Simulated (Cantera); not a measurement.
Feed: 1 mol Fe₃O₄, 13 mol CO, 0.55 mol N₂.

Method: chemical equilibrium by Gibbs-energy minimisation in Cantera with the NASA 1993 tables (ideal gas, pure condensed phases). Candidate condensed phases: C, Fe, Fe(CO)₅, FeO, Fe₂O₃, Fe₃O₄; 27 gas species. Each liquid is taken as pure. Mutual solubility and eutectic melting of coexisting phases are not modelled. The tables' stoichiometric FeO is somewhat more stable than real wüstite, so its field is too wide. FeO: taken at fixed stoichiometry. Condensed phases not in the tables: cementite and carbon dissolved in iron. Rates play no part.

Question: What condenses at these points (T in °C, P in Pa): (1775, 13000); (1775, 10); (1775, 240000); (1075, 13000); (1775, 3200); (675, 750); (675, 240000)?

Answer: 
```json
[
 {"T (°C)": "1775", "P in Pa": "13000", "condensed phases": "Fe + FeO", "Fe condensed (%)": "97.8"},
 {"T (°C)": "1775", "P in Pa": "10", "condensed phases": "gas only", "Fe condensed (%)": "0.0"},
 {"T (°C)": "1775", "P in Pa": "240000", "condensed phases": "Fe + FeO", "Fe condensed (%)": "99.9"},
 {"T (°C)": "1075", "P in Pa": "13000", "condensed phases": "Fe + FeO", "Fe condensed (%)": "100.0"},
 {"T (°C)": "1775", "P in Pa": "3200", "condensed phases": "FeO", "Fe condensed (%)": "91.6"},
 {"T (°C)": "675", "P in Pa": "750", "condensed phases": "Fe + FeO", "Fe condensed (%)": "100.0"},
 {"T (°C)": "675", "P in Pa": "240000", "condensed phases": "C + FeO", "Fe condensed (%)": "100.0"}
]
```
